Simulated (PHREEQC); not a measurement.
A column of 0.5 m (40 cells, dispersivity 0.018 m, 720 s a shift, diffusion coefficient 3e-10 m²/s) holds 0.0013 eq of the database's cation exchanger X per kg of pore water, first in equilibrium with 2.3 mmol/kgw KCl, 4 mmol/kgw NaCl, 16 mmol/kgw LiCl and 0.01 mmol/kgw HCl. It is flushed with 0.00042 mol CaCl2 and 1e-05 mol HCl per kg of water, at 25 °C. Values are for the last cell. CO2 from the air is kept out. Nothing may precipitate in this run.

Equilibrium calculation in PHREEQC: ion-association model, phreeqc.dat.

```json
[
 {"pore volumes": "0", "Li in solution (mol/kgw)": "0.0160", "Na in solution (mol/kgw)": "0.00400", "K in solution (mol/kgw)": "0.00230", "Ca in solution (mol/kgw)": "0", "Cl in solution (mol/kgw)": "0.0223", "KX on the exchanger (mol/kgw)": "0.000520", "NaX on the exchanger (mol/kgw)": "0.000180"},
 {"pore volumes": "0.4125", "Li in solution (mol/kgw)": "0.0160", "Na in solution (mol/kgw)": "0.00400", "K in solution (mol/kgw)": "0.00230", "Ca in solution (mol/kgw)": "0", "Cl in solution (mol/kgw)": "0.0223", "KX on the exchanger (mol/kgw)": "0.000520", "NaX on the exchanger (mol/kgw)": "0.000180"},
 {"pore volumes": "0.8125", "Li in solution (mol/kgw)": "0.0120", "Na in solution (mol/kgw)": "0.00301", "K in solution (mol/kgw)": "0.00174", "Ca in solution (mol/kgw)": "0", "Cl in solution (mol/kgw)": "0.0168", "KX on the exchanger (mol/kgw)": "0.000523", "NaX on the exchanger (mol/kgw)": "0.000180"},
 {"pore volumes": "1.212", "Li in solution (mol/kgw)": "0.00358", "Na in solution (mol/kgw)": "0.000908", "K in solution (mol/kgw)": "0.000557", "Ca in solution (mol/kgw)": "0", "Cl in solution (mol/kgw)": "0.00505", "KX on the exchanger (mol/kgw)": "0.000544", "NaX on the exchanger (mol/kgw)": "0.000177"},
 {"pore volumes": "1.613", "Li in solution (mol/kgw)": "0.000958", "Na in solution (mol/kgw)": "(withheld)", "K in solution (mol/kgw)": "0.000183", "Ca in solution (mol/kgw)": "0", "Cl in solution (mol/kgw)": "0.00141", "KX on the exchanger (mol/kgw)": "0.000605", "NaX on the exchanger (mol/kgw)": "0.000171"},
 {"pore volumes": "2.013", "Li in solution (mol/kgw)": "0.000375", "Na in solution (mol/kgw)": "0.000124", "K in solution (mol/kgw)": "0.000394", "Ca in solution (mol/kgw)": "0", "Cl in solution (mol/kgw)": "(withheld)", "KX on the exchanger (mol/kgw)": "0.00106", "NaX on the exchanger (mol/kgw)": "6.70e-5"},
 {"pore volumes": "2.413", "Li in solution (mol/kgw)": "4.55e-5", "Na in solution (mol/kgw)": "1.72e-5", "K in solution (mol/kgw)": "0.000780", "Ca in solution (mol/kgw)": "7.76e-7", "Cl in solution (mol/kgw)": "0.000854", "KX on the exchanger (mol/kgw)": "(withheld)", "NaX on the exchanger (mol/kgw)": "4.52e-6"},
 {"pore volumes": "2.812", "Li in solution (mol/kgw)": "2.05e-6", "Na in solution (mol/kgw)": "7.35e-7", "K in solution (mol/kgw)": "3.20e-5", "Ca in solution (mol/kgw)": "(withheld)", "Cl in solution (mol/kgw)": "0.000850", "KX on the exchanger (mol/kgw)": "4.14e-6", "NaX on the exchanger (mol/kgw)": "(withheld)"},
 {"pore volumes": "3.212", "Li in solution (mol/kgw)": "1.21e-7", "Na in solution (mol/kgw)": "4.30e-8", "K in solution (mol/kgw)": "2.11e-6", "Ca in solution (mol/kgw)": "0.000419", "Cl in solution (mol/kgw)": "0.000850", "KX on the exchanger (mol/kgw)": "2.67e-7", "NaX on the exchanger (mol/kgw)": "1.09e-9"},
 {"pore volumes": "3.612", "Li in solution (mol/kgw)": "7.69e-9", "Na in solution (mol/kgw)": "2.71e-9", "K in solution (mol/kgw)": "1.62e-7", "Ca in solution (mol/kgw)": "0.000420", "Cl in solution (mol/kgw)": "0.000850", "KX on the exchanger (mol/kgw)": "2.05e-8", "NaX on the exchanger (mol/kgw)": "6.85e-11"},
 {"pore volumes": "4.013", "Li in solution (mol/kgw)": "5.00e-10", "Na in solution (mol/kgw)": "1.77e-10", "K in solution (mol/kgw)": "1.34e-8", "Ca in solution (mol/kgw)": "0.000420", "Cl in solution (mol/kgw)": "0.000850", "KX on the exchanger (mol/kgw)": "(withheld)", "NaX on the exchanger (mol/kgw)": "4.46e-12"},
 {"pore volumes": "4.412", "Li in solution (mol/kgw)": "3.29e-11", "Na in solution (mol/kgw)": "1.17e-11", "K in solution (mol/kgw)": "1.14e-9", "Ca in solution (mol/kgw)": "0.000420", "Cl in solution (mol/kgw)": "0.000850", "KX on the exchanger (mol/kgw)": "1.45e-10", "NaX on the exchanger (mol/kgw)": "2.96e-13"},
 {"pore volumes": "4.812", "Li in solution (mol/kgw)": "2.19e-12", "Na in solution (mol/kgw)": "7.85e-13", "K in solution (mol/kgw)": "(withheld)", "Ca in solution (mol/kgw)": "0.000420", "Cl in solution (mol/kgw)": "0.000850", "KX on the exchanger (mol/kgw)": "1.27e-11", "NaX on the exchanger (mol/kgw)": "1.98e-14"},
 {"pore volumes": "5.213", "Li in solution (mol/kgw)": "1.46e-13", "Na in solution (mol/kgw)": "5.29e-14", "K in solution (mol/kgw)": "8.98e-12", "Ca in solution (mol/kgw)": "0.000420", "Cl in solution (mol/kgw)": "0.000850", "KX on the exchanger (mol/kgw)": "1.14e-12", "NaX on the exchanger (mol/kgw)": "0"},
 {"pore volumes": "5.612", "Li in solution (mol/kgw)": "0", "Na in solution (mol/kgw)": "0", "K in solution (mol/kgw)": "8.12e-13", "Ca in solution (mol/kgw)": "0.000420", "Cl in solution (mol/kgw)": "0.000850", "KX on the exchanger (mol/kgw)": "1.03e-13", "NaX on the exchanger (mol/kgw)": "0"},
 {"pore volumes": "6.013", "Li in solution (mol/kgw)": "0", "Na in solution (mol/kgw)": "0", "K in solution (mol/kgw)": "7.41e-14", "Ca in solution (mol/kgw)": "0.000420", "Cl in solution (mol/kgw)": "0.000850", "KX on the exchanger (mol/kgw)": "0", "NaX on the exchanger (mol/kgw)": "0"}
]
```

Task: Fill in the missing entries.

Result: 
- 1.613, Na in solution (mol/kgw): 0.000260
- 2.013, Cl in solution (mol/kgw): 0.000904
- 2.413, KX on the exchanger (mol/kgw): 0.00103
- 2.812, Ca in solution (mol/kgw): 0.000403
- 2.812, NaX on the exchanger (mol/kgw): 1.89e-8
- 4.013, KX on the exchanger (mol/kgw): 1.69e-9
- 4.812, K in solution (mol/kgw): 1.00e-10

Complexes and solids missing from the database can't appear.
